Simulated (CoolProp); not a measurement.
Computed with CoolProp (reference Helmholtz-energy equation of state, Zhou 2016).

### Question
For R245ca, give the phase and the cp (kJ/(kg K)), cv (kJ/(kg K)), Joule-Thomson coefficient (K/MPa) at 123.95 °C and 8.17 bar; 123.85 °C and 2.19 bar.

### Answer
- 123.95 °C and 8.17 bar: gas; cp 1.17, cv 1.05, Joule-Thomson coefficient 13.0
- 123.85 °C and 2.19 bar: gas; cp 1.10, cv 1.03, Joule-Thomson coefficient 11.2
